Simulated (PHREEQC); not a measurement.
Dissolve 0.048 mol/kgw NH4Cl, 0.37 mol/kgw Na2HPO4 and 0.13 mol/kgw KCl at 60 °C. Closed to the air; pH follows from the charge balance.

All values are PHREEQC results (ion-association model, phreeqc.dat), not measurements.

Each row changes one thing in this solution. No solid was allowed to form.

| case | pH | ionic strength (mol/kgw) |
|---|---|---|
| as made | 8.02 | 1.13 |
| Na2HPO4 replaced by NaHCO3 at the same molality | 7.38 | 0.514 |
| KCl left out | 8.02 | 1.01 |
| 0.15 mol/kgw NaOH added | 10.35 | 1.47 |
| NH4Cl left out | 8.62 | 1.09 |
| KCl from 0.13 to 0.065 mol/kgw | 8.02 | 1.07 |
| Na2HPO4 left out | 4.95 | 0.178 |
| KCl from 0.13 to 0.65 mol/kgw | 8.01 | 1.61 |

The ionic strength passes 0.7 mol/kgw, the rough limit of the ion-association models, in as made; KCl left out; 0.15 mol/kgw NaOH added; NH4Cl left out; KCl from 0.13 to 0.065 mol/kgw; KCl from 0.13 to 0.65 mol/kgw. At this temperature some constants are extrapolated from 25 °C, and those without enthalpy data are left unchanged.
